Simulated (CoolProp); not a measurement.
A simple Rankine cycle with R21: condensing at 324.15 K, boiler at 2.29 MPa, turbine inlet 472 K, turbine efficiency 0.7, pump efficiency 0.6, no recuperator. Each further row changes one setting.

Computed with CoolProp (reference Helmholtz-energy equation of state, Platzer 1990). This equation is an older, rougher fit; its heat capacities, sound speeds and derivatives of the liquid may be far off and weren't checked against measurements.

| case | thermal efficiency (%) | net work (kJ/kg) | heat in (kJ/kg) | turbine exit temperature (K) | volume ratio over the turbine |
|---|---|---|---|---|---|
| as stated | 11.6 | 35.0 | 301 | 398.5 | 5.28 |
| condensing temperature 316.15 K | 12.8 | 39.5 | 310 | 390.5 | 6.57 |
| boiler pressure 1.6 MPa | 9.6 | 29.8 | 309 | 415.9 | 3.68 |
| turbine efficiency 0.6 | 9.8 | 29.7 | 301 | 405.9 | 5.40 |
